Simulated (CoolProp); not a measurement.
Vapour-liquid equilibrium of m-xylene (1) + n-decane (2) at 448.3 K; x and y are mole fractions of (1).

Computed with CoolProp (multi-fluid Helmholtz-energy mixture model, Zhou 2012 and Lemmon 2006; pair parameters Bell 2016).

```csv
x,"bubble pressure, mixture model (bar)","bubble pressure, Raoult's law (bar)","y, mixture model","y, Raoult's law"
0.05,1.115,1.110,0.109,0.110
0.125,1.225,1.215,0.247,0.251
0.2,1.331,1.320,0.361,0.370
0.275,1.436,1.425,0.458,0.471
0.35,1.539,1.530,0.543,0.558
0.425,1.642,1.635,0.617,0.634
0.5,1.744,1.740,0.684,0.701
0.575,1.847,1.845,0.744,0.760
0.65,1.950,1.950,0.799,0.813
0.725,2.053,2.055,0.849,0.861
0.8,2.158,2.160,0.895,0.904
0.875,2.263,2.265,0.937,0.943
0.95,2.369,2.370,0.976,0.978
```

The largest gap from Raoult's law is +0.8 % in bubble pressure, at x = 0.2. No azeotrope shows between x = 0.05 and 0.95.

The pair parameters rest on a limited set of measurements; away from them the model extrapolates.
